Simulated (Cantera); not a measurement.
Thermodynamics of silicon nitride deposition, feed SiH4 + NH3 + H2

Charge: 1 mol SiH4, 0.21 mol NH3, 0.26 mol H2, at 1600 K and 750 Torr.

These are equilibrium values from Cantera (NASA tables, ideal gas, pure condensed phases), not measurements of a reactor. Candidate condensed phases: Si, Si3N4; 18 gas species. Mutual solubility and eutectic melting of coexisting phases are not modelled. Rates play no part.

The x(H2) is 1.000 and the x(N2) is 0.000299. The x(H) comes out as 5.44e-5, the x(SiH2) is 5.00e-6 and the x(SiH4) is 1.15e-6. The n(Si(s)) is 0.844 mol. The n(Si3N4(s)) comes out as 0.0521 mol and the gas amount comes out as 2.576 mol.
